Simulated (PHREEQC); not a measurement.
Solution (25 °C): 0.0029 mol H3PO4, 0.25 mol Na2HPO4 and 0.00027 mol NaCl per kg of water. Closed to the air; pH follows from the charge balance.

All values are PHREEQC results (ion-association model, phreeqc.dat), not measurements.

Problem. The ionic strength comes out as 0.670 mol/kgw. What activity coefficients do NaHPO4-, H2PO4-, Na+, OH-, HPO4-2 get?

Solution. NaHPO4- 0.68, H2PO4- 0.68, Na+ 0.72, OH- 0.61, HPO4-2 0.19.

This is a speciation only: nothing precipitates in the calculation.
